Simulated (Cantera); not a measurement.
A closed system holds: 1 mol SiCl4, 1.4 mol C2H2, 260 mol H2, at 1850 K and 0.100 bar.

Method: chemical equilibrium by Gibbs-energy minimisation in Cantera with the NASA 1993 tables (ideal gas, pure condensed phases). Candidate condensed phases: C, C6H6, C7H8, C8H18, Si, SiC; 109 gas species. Kinetics and transport are ignored.

Base state: H2 0.983, HCl 0.0151, H 0.00169, C2H2 (acetylene) 0.000257, CH4 6.32e-5, SiCl2 2.02e-5, Cl 1.97e-5 (mole fractions); condensed: C(graphite) + SiC(s).

Problem. What changes in the equilibrium state with this change: SiCl4 replaced by Si(CH3)4?

Solution. 
```tsv
species	before	after
H2	0.983	0.998
H	0.00169	0.00170
C2H2 (acetylene)	0.000257	0.000261
HCl	0.0151	0
SiCl2	2.02e-5	0
Cl	1.97e-5	0
CH4	6.32e-5	6.52e-5
C(graphite), mol	1.65	5.64
SiC(s), mol	0.993	0.999
```
